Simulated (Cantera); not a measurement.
Input: 1 mol B2H6, a varied amount of H2O, 0.13 mol N2, 8.7 mol NH3, equilibrated at 1377 °C and 0.0133 bar.

These are equilibrium values from Cantera (NASA tables, ideal gas, pure condensed phases), not measurements of a reactor. Candidate condensed phases: B, BN, B2O3, B3O3H3, H2O; 39 gas species. The feed counts by its element totals alone. Equilibrium is a limit: real reactors are often held back by kinetics, nucleation or transport.

### Question
What share of the B ends up in condensed phases as a function of n(H2O) (mol), at 0.59, 0.92, 1.3, 1.6, 1.9, 2.2, 2.6, 2.9, 3.2, 3.6?

### Answer
```
n(H2O) (mol)  B condensed (%)     as
------------  ---------------  -----
0.59                     77.4  BN(s)
0.92                     65.8  BN(s)
1.3                      52.7  BN(s)
1.6                      42.4  BN(s)
1.9                      32.2  BN(s)
2.2                      22.0  BN(s)
2.6                       8.4  BN(s)
2.9                       0.0      -
3.2                       0.0      -
3.6                       0.0      -
```
